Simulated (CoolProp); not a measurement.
The numbers come from the reference Helmholtz-energy equation of state, McLinden 2015 in CoolProp.

Problem. For the fluoroketone C6F12O (FK-5-1-12), give the phase and the cv (kJ/(kg K)), speed of sound (m/s), Joule-Thomson coefficient (K/MPa) at 321.1 K and 1.57 MPa; 180.9 K and 3.73 MPa; 444.7 K and 0.089 MPa.

Solution. 
- 321.1 K and 1.57 MPa: liquid; cv 0.900, speed of sound 447, Joule-Thomson coefficient -0.201
- 180.9 K and 3.73 MPa: liquid; cv 0.914, speed of sound 903, Joule-Thomson coefficient -0.339
- 444.7 K and 0.089 MPa: gas; cv 0.981, speed of sound 108, Joule-Thomson coefficient 7.97
